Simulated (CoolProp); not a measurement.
Model: reference Helmholtz-energy equation of state, Leachman 2009, in CoolProp.

Task: For normal hydrogen, give the phase and the density (kg/m³), cp (kJ/(kg K)), fugacity coefficient at -254.15 °C and 11700 kPa.

Result: 
- -254.15 °C and 11700 kPa: liquid; density 81.5, cp 7.27, fugacity coefficient 0.0358
